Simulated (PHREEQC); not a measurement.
Na2CO3 is added in steps, without added water, to 1 kg of water holding 0.005 mol NaHSO4, 0.00097 mol NaF and 0.00011 mol LiCl, at 52 °C. O2 is buffered at 0.21 atm. CO2 from the air is kept out. The run lets Halite, Mirabilite, Nahcolite, Natron precipitate or redissolve, and no other solid.

Base run: PHREEQC, ion-association model, wateq4f.dat. Each further column changes one thing. The table gives pH.

| Na2CO3 added (mol) | base | temperature from 52 to 30 °C | diluted 100-fold with water | temperature from 52 to 70 °C | no solid may form |
|---|---|---|---|---|---|
| 0 | 2.58 | 2.53 | 4.32 | 2.64 | 2.58 |
| 0.00055 | 2.72 | 2.66 | 9.73 | 2.78 | 2.72 |
| 0.001375 | 3.02 | 2.94 | 10.01 | 3.10 | 3.02 |
| 0.0022 | 3.72 | 3.62 | 10.13 | 3.83 | 3.72 |
| 0.00275 | 5.58 | 5.63 | 10.18 | 5.61 | 5.58 |
| 0.0033 | 6.20 | 6.24 | 10.22 | 6.22 | 6.20 |
| 0.004125 | 6.79 | 6.84 | 10.26 | 6.81 | 6.79 |
| 0.00495 | 7.86 | 7.97 | 10.30 | 7.79 | 7.86 |
| 0.0055 | 8.76 | 9.01 | 10.32 | 8.56 | 8.76 |

At this temperature some constants are extrapolated from 25 °C, and those without enthalpy data are left unchanged.
